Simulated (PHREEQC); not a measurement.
Consider water at 84 °C with 0.0064 mol/kgw HNO3 and 0.013 mol/kgw K2SO4. Closed to the air; pH follows from the charge balance.

The numbers come from PHREEQC with the ion-association model, phreeqc.dat.

| quantity | before | after |
|---|---|---|
| pH | 2.69 | 2.29 |
| ionic strength (mol/kgw) | 0.0346 | 0.0363 |

Q: Which change was made?
A. temperature from 84 to 10 °C
B. HNO3 from 0.0064 to 0.00064 mol/kgw
C. HNO3 from 0.0064 to 0.0128 mol/kgw
D. HNO3 left out
E. K2SO4 left out

A: C, HNO3 from 0.0064 to 0.0128 mol/kgw

Precipitation was switched off in this run. Constants without temperature data keep their 25 °C values here.
